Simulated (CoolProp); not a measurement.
Properties of R227EA at several states.

Values from CoolProp's reference Helmholtz-energy equation of state, Lemmon 2016.

```
T (K)  p (bar)   phase  density (kg/m³)  isothermal compressibility (1/MPa)  viscosity (µPa s)  conductivity (mW/(m K))  fugacity coefficient
-----  -------  ------  ---------------  ----------------------------------  -----------------  -----------------------  --------------------
316.8     97.3  liquid             1383                            0.004880                236                     60.9                0.1022
185.5       54  liquid             1777                           0.0009413               1330                     87.2             0.0002673
295.1     41.4  liquid             1426                            0.004440                272                     62.7                0.1063
355.4    0.238     gas            1.374                               42.16               13.8                     17.6                0.9966
```

Viscosity comes from a separate model (Huber 2003), an estimate that may be off by 10 % or more. Thermal conductivity comes from a separate model (Huber 2003), an estimate that may be off by 10 % or more.
